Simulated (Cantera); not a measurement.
Feed: 1 mol NaI, 0.56 mol H2, 100 mol N2, equilibrated at 0.260 Pa.

These are equilibrium values from Cantera (NASA tables, ideal gas, pure condensed phases), not measurements of a reactor. Candidate condensed phases: I2, Na, NaI; 16 gas species. Rates play no part. All values below are at 552 °C.

Base state: N2 0.985, NaI 0.00984, H2 0.00551 (mole fractions); condensed: gas only.

What changes in the equilibrium state with this change: pressure from 0.260 Pa to 0.960 bar?


```
species       before    after
-----------  -------  -------
N2             0.985    0.994
H2           0.00551  0.00557
NaI          0.00984  9.12e-6
NaI(s), mol        0    0.999
```
